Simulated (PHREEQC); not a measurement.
0.22 g of hydrous ferric oxide (600 m²/g; 0.2 weak and 0.005 strong sites per Fe, Dzombak-Morel constants, diffuse double layer) in 1 kg of water with 0.01 mol/kgw of an inert sodium salt and 5.4e-06 mol NaF, at 25 °C; the pH is set by adding NaOH or the inert anion's acid. O2 is buffered at 0.21 atm. No CO2 enters from the air. Precipitation was switched off in this run.

The series has 13 steps of pH, from 4 to 12.

Model: ion-association model, wateq4f.dat, run in PHREEQC.

**Question.** Near which pH is half of the F sorbed, and on which side is more sorbed?

**Answer.** Near pH 6.1, with more sorbed at lower pH.
